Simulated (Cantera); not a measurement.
Feed: 1 mol NaOH, 8.3 mol H₂O, 1.1 mol H₂, 0.041 mol CO₂, equilibrated at 848.15 K and 1 atm.

Cantera equilibrium calculation (NASA polynomials, part measured and part estimated; ideal gas, pure solids and liquids). Candidate condensed phases: C, C₆H₆, C₇H₈, C₈H₁₈, H₂O, Na, NaOH, NaO₂, Na₂CO₃, Na₂O, Na₂O₂; 117 gas species. The numbers say what is thermodynamically allowed, not how fast it happens.

Base state: H₂O 0.883, H₂ 0.117 (mole fractions); condensed: NaOH(l) + Na₂CO₃(s).

What changes in the equilibrium state with this change: NaOH replaced by Ca(OH)₂?


```csv
species,before,after
H₂O,0.883,0.893
H₂,0.117,0.106
CO₂,8.04e-7,0.00134
CO,3.43e-8,5.14e-5
"NaOH(l), mol",0.918,0
"Na₂CO₃(s), mol",0.0410,0
"CaCO₃(calcite), mol",0,0.0265
"CaO(s), mol",0,0.974
```
Further candidate phases: Ca, CaCO₃, CaO, Ca(OH)₂.
